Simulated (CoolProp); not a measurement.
Vapour-liquid equilibrium of R22 (1) + R152A (2) at 222 kPa; x and y are mole fractions of (1).

Values from CoolProp's multi-fluid Helmholtz-energy mixture model, Kamei 1995 and Outcalt 1996; pair parameters Bell 2016.

Task: Give the bubble temperature and the first vapour's composition at x = 0.05, 0.425, 0.65. Is there an azeotrope?

Result: x = 0.05: 267.5 K, y = 0.079; x = 0.425: 260.8 K, y = 0.571; x = 0.65: 256.7 K, y = 0.786. No azeotrope shows between x = 0.05 and 0.95.

The pair parameters rest on a limited set of measurements; away from them the model extrapolates.
